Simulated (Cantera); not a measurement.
Chemical vapour transport: MgO + Cl2 + N2

Charge: 1 mol MgO, 0.098 mol Cl2, 1 mol N2, equilibrated at 14.3 Torr.

Cantera equilibrium calculation (NASA polynomials, part measured and part estimated; ideal gas, pure solids and liquids). Candidate condensed phases: Mg, MgCl2, MgO; 18 gas species. Rates play no part.

| T (°C) | log p N2 | log p Cl2 | log p MgCl2 | log p Cl | log p O2 | log p NO | n MgO(s) |
|---|---|---|---|---|---|---|---|
| 825 | -1.76 | -2.81 | -3.98 | -4.23 | -4.28 | -6.71 | 0.994 |
| 875 | -1.77 | -2.84 | -3.72 | -3.99 | -4.02 | -6.39 | 0.989 |
| 925 | -1.77 | -2.89 | -3.50 | -3.78 | -3.80 | -6.11 | 0.981 |
| 975 | -1.77 | -2.98 | -3.32 | -3.60 | -3.62 | -5.86 | 0.972 |
| 1025 | -1.77 | -3.09 | -3.18 | -3.46 | -3.48 | -5.64 | 0.961 |
| 1075 | -1.78 | -3.24 | -3.08 | -3.35 | -3.38 | -5.46 | 0.950 |
| 1125 | -1.78 | -3.42 | -3.01 | -3.26 | -3.32 | -5.30 | 0.941 |
| 1175 | -1.78 | -3.62 | -2.97 | -3.20 | -3.28 | -5.17 | 0.936 |
log p: log10 of the partial pressure in bar; n: condensed amount in mol.

From 825 °C to 1175 °C the condensed part is MgO(s). The main Mg-bearing gas is MgCl2 throughout. The share of Mg in condensed phases is highest at 825 °C (99.4 %) and lowest at 1175 °C (93.6 %).
